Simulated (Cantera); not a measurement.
Cantera run:

```python
import numpy as np
import cantera as ct

gas_names = """
    H HNO HNO2 HNO3 HO2 H2 H2O H2O2 N NH NH2 NH3 NH2OH NO NO2 NO3 N2 N2H2 N2H4 N2O O OH O2 O3 Zr ZrN ZrO
    ZrO2
""".split()
cond_names = """
    H2O(s) H2O(L) Zr(a) Zr(b) Zr(L) ZrN(s) ZrN(L) ZrO2(a) ZrO2(b) ZrO2(L)
""".split()


# ... load() reads the species with a 1 bar reference pressure and builds the phases ...
atoms = {
    'ZrO2': {'Zr': 1, 'O': 2},
    'H2': {'H': 2},
    'N2': {'N': 2},
}
top_T = {}  # K; cautious upper limits of use, not melting points


# ... equilibrate(T, P, feed) seeds the gas with the atoms and calls Mixture.equilibrate('TP', solver="vcs", rtol=1e-11, max_steps=5000) ...
results = []
P = 1000  # Pa
for T in [1948, 1973, 1998, 2023, 2048, 2073, 2098, 2123, 2148, 2173, 2198, 2223, 2248]:
    for m in [0.52, 0.87, 1.5, 2.5, 4.3, 7.2, 12, 21, 35, 60, 100, 170, 290]:
        feed = {'ZrO2': 1, 'H2': m, 'N2': 0.76}  # mol
        mix = equilibrate(T, P, feed)
        results.append((T, P, feed, dict(zip(mix.species_names, mix.species_moles))))

for T, P, feed, n in results:
    print(f"{T:7g} {feed['H2']:10.4g}  " + (" + ".join(c for c in cond_names if n.get(c, 0) > 1e-12) or "gas only"))
```

Result:

```
   1948       0.52  ZrN(s) + ZrO2(b)
   1948       0.87  ZrN(s) + ZrO2(b)
   1948        1.5  ZrN(s) + ZrO2(b)
   1948        2.5  ZrN(s) + ZrO2(b)
   1948        4.3  ZrN(s) + ZrO2(b)
   1948        7.2  ZrN(s) + ZrO2(b)
   1948         12  ZrN(s) + ZrO2(b)
   1948         21  ZrN(s) + ZrO2(b)
   1948         35  ZrN(s) + ZrO2(b)
   1948         60  ZrN(s) + ZrO2(b)
   1948        100  ZrN(s) + ZrO2(b)
   1948        170  ZrN(s) + ZrO2(b)
   1948        290  ZrN(s) + ZrO2(b)
   1973       0.52  ZrN(s) + ZrO2(b)
   1973       0.87  ZrN(s) + ZrO2(b)
   1973        1.5  ZrN(s) + ZrO2(b)
   1973        2.5  ZrN(s) + ZrO2(b)
   1973        4.3  ZrN(s) + ZrO2(b)
   1973        7.2  ZrN(s) + ZrO2(b)
   1973         12  ZrN(s) + ZrO2(b)
   1973         21  ZrN(s) + ZrO2(b)
   1973         35  ZrN(s) + ZrO2(b)
   1973         60  ZrN(s) + ZrO2(b)
   1973        100  ZrN(s) + ZrO2(b)
   1973        170  ZrN(s) + ZrO2(b)
   1973        290  ZrN(s) + ZrO2(b)
   1998       0.52  ZrN(s) + ZrO2(b)
   1998       0.87  ZrN(s) + ZrO2(b)
   1998        1.5  ZrN(s) + ZrO2(b)
   1998        2.5  ZrN(s) + ZrO2(b)
   1998        4.3  ZrN(s) + ZrO2(b)
   1998        7.2  ZrN(s) + ZrO2(b)
   1998         12  ZrN(s) + ZrO2(b)
   1998         21  ZrN(s) + ZrO2(b)
   1998         35  ZrN(s) + ZrO2(b)
   1998         60  ZrN(s) + ZrO2(b)
   1998        100  ZrN(s) + ZrO2(b)
   1998        170  ZrN(s) + ZrO2(b)
   1998        290  ZrN(s) + ZrO2(b)
   2023       0.52  ZrN(s) + ZrO2(b)
   2023       0.87  ZrN(s) + ZrO2(b)
   2023        1.5  ZrN(s) + ZrO2(b)
   2023        2.5  ZrN(s) + ZrO2(b)
   2023        4.3  ZrN(s) + ZrO2(b)
   2023        7.2  ZrN(s) + ZrO2(b)
   2023         12  ZrN(s) + ZrO2(b)
   2023         21  ZrN(s) + ZrO2(b)
   2023         35  ZrN(s) + ZrO2(b)
   2023         60  ZrN(s) + ZrO2(b)
   2023        100  ZrN(s) + ZrO2(b)
   2023        170  ZrN(s) + ZrO2(b)
   2023        290  ZrN(s) + ZrO2(b)
   2048       0.52  ZrN(s) + ZrO2(b)
   2048       0.87  ZrN(s) + ZrO2(b)
   2048        1.5  ZrN(s) + ZrO2(b)
   2048        2.5  ZrN(s) + ZrO2(b)
   2048        4.3  ZrN(s) + ZrO2(b)
   2048        7.2  ZrN(s) + ZrO2(b)
   2048         12  ZrN(s) + ZrO2(b)
   2048         21  ZrN(s) + ZrO2(b)
   2048         35  ZrN(s) + ZrO2(b)
   2048         60  ZrN(s) + ZrO2(b)
   2048        100  ZrN(s) + ZrO2(b)
   2048        170  ZrN(s) + ZrO2(b)
   2048        290  ZrN(s) + ZrO2(b)
   2073       0.52  ZrN(s) + ZrO2(b)
   2073       0.87  ZrN(s) + ZrO2(b)
   2073        1.5  ZrN(s) + ZrO2(b)
   2073        2.5  ZrN(s) + ZrO2(b)
   2073        4.3  ZrN(s) + ZrO2(b)
   2073        7.2  ZrN(s) + ZrO2(b)
   2073         12  ZrN(s) + ZrO2(b)
   2073         21  ZrN(s) + ZrO2(b)
   2073         35  ZrN(s) + ZrO2(b)
   2073         60  ZrN(s) + ZrO2(b)
   2073        100  ZrN(s) + ZrO2(b)
   2073        170  ZrN(s) + ZrO2(b)
   2073        290  ZrN(s) + ZrO2(b)
   2098       0.52  ZrN(s) + ZrO2(b)
   2098       0.87  ZrN(s) + ZrO2(b)
   2098        1.5  ZrN(s) + ZrO2(b)
   2098        2.5  ZrN(s) + ZrO2(b)
   2098        4.3  ZrN(s) + ZrO2(b)
   2098        7.2  ZrN(s) + ZrO2(b)
   2098         12  ZrN(s) + ZrO2(b)
   2098         21  ZrN(s) + ZrO2(b)
   2098         35  ZrN(s) + ZrO2(b)
   2098         60  ZrN(s) + ZrO2(b)
   2098        100  ZrN(s) + ZrO2(b)
   2098        170  ZrN(s) + ZrO2(b)
   2098        290  ZrN(s) + ZrO2(b)
   2123       0.52  ZrN(s) + ZrO2(b)
   2123       0.87  ZrN(s) + ZrO2(b)
   2123        1.5  ZrN(s) + ZrO2(b)
   2123        2.5  ZrN(s) + ZrO2(b)
   2123        4.3  ZrN(s) + ZrO2(b)
   2123        7.2  ZrN(s) + ZrO2(b)
   2123         12  ZrN(s) + ZrO2(b)
   2123         21  ZrN(s) + ZrO2(b)
   2123         35  ZrN(s) + ZrO2(b)
   2123         60  ZrN(s) + ZrO2(b)
   2123        100  ZrN(s) + ZrO2(b)
   2123        170  ZrN(s) + ZrO2(b)
   2123        290  ZrN(s) + ZrO2(b)
   2148       0.52  ZrN(s) + ZrO2(b)
   2148       0.87  ZrN(s) + ZrO2(b)
   2148        1.5  ZrN(s) + ZrO2(b)
   2148        2.5  ZrN(s) + ZrO2(b)
   2148        4.3  ZrN(s) + ZrO2(b)
   2148        7.2  ZrN(s) + ZrO2(b)
   2148         12  ZrN(s) + ZrO2(b)
   2148         21  ZrN(s) + ZrO2(b)
   2148         35  ZrN(s) + ZrO2(b)
   2148         60  ZrN(s) + ZrO2(b)
   2148        100  ZrN(s) + ZrO2(b)
   2148        170  ZrN(s) + ZrO2(b)
   2148        290  ZrN(s) + ZrO2(b)
   2173       0.52  ZrN(s) + ZrO2(b)
   2173       0.87  ZrN(s) + ZrO2(b)
   2173        1.5  ZrN(s) + ZrO2(b)
   2173        2.5  ZrN(s) + ZrO2(b)
   2173        4.3  ZrN(s) + ZrO2(b)
   2173        7.2  ZrN(s) + ZrO2(b)
   2173         12  ZrN(s) + ZrO2(b)
   2173         21  ZrN(s) + ZrO2(b)
   2173         35  ZrN(s) + ZrO2(b)
   2173         60  ZrN(s) + ZrO2(b)
   2173        100  ZrN(s) + ZrO2(b)
   2173        170  ZrN(s) + ZrO2(b)
   2173        290  ZrN(s) + ZrO2(b)
   2198       0.52  ZrN(s) + ZrO2(b)
   2198       0.87  ZrN(s) + ZrO2(b)
   2198        1.5  ZrN(s) + ZrO2(b)
   2198        2.5  ZrN(s) + ZrO2(b)
   2198        4.3  ZrN(s) + ZrO2(b)
   2198        7.2  ZrN(s) + ZrO2(b)
   2198         12  ZrN(s) + ZrO2(b)
   2198         21  ZrN(s) + ZrO2(b)
   2198         35  ZrN(s) + ZrO2(b)
   2198         60  ZrN(s) + ZrO2(b)
   2198        100  ZrN(s) + ZrO2(b)
   2198        170  ZrN(s) + ZrO2(b)
   2198        290  ZrN(s) + ZrO2(b)
   2223       0.52  ZrN(s) + ZrO2(b)
   2223       0.87  ZrN(s) + ZrO2(b)
   2223        1.5  ZrN(s) + ZrO2(b)
   2223        2.5  ZrN(s) + ZrO2(b)
   2223        4.3  ZrN(s) + ZrO2(b)
   2223        7.2  ZrN(s) + ZrO2(b)
   2223         12  ZrN(s) + ZrO2(b)
   2223         21  ZrN(s) + ZrO2(b)
   2223         35  ZrN(s) + ZrO2(b)
   2223         60  ZrN(s) + ZrO2(b)
   2223        100  ZrN(s) + ZrO2(b)
   2223        170  ZrN(s) + ZrO2(b)
   2223        290  ZrO2(b)
   2248       0.52  ZrN(s) + ZrO2(b)
   2248       0.87  ZrN(s) + ZrO2(b)
   2248        1.5  ZrN(s) + ZrO2(b)
   2248        2.5  ZrN(s) + ZrO2(b)
   2248        4.3  ZrN(s) + ZrO2(b)
   2248        7.2  ZrN(s) + ZrO2(b)
   2248         12  ZrN(s) + ZrO2(b)
   2248         21  ZrN(s) + ZrO2(b)
   2248         35  ZrN(s) + ZrO2(b)
   2248         60  ZrN(s) + ZrO2(b)
   2248        100  ZrN(s) + ZrO2(b)
   2248        170  ZrO2(b)
   2248        290  ZrO2(b)
```

These are equilibrium values from Cantera (NASA tables, ideal gas, pure condensed phases), not measurements of a reactor. Mutual solubility and eutectic melting of coexisting phases are not modelled. ZrN: taken at fixed stoichiometry. Condensed phases not in the tables: solid solutions among these carbides, nitrides and lower oxides.
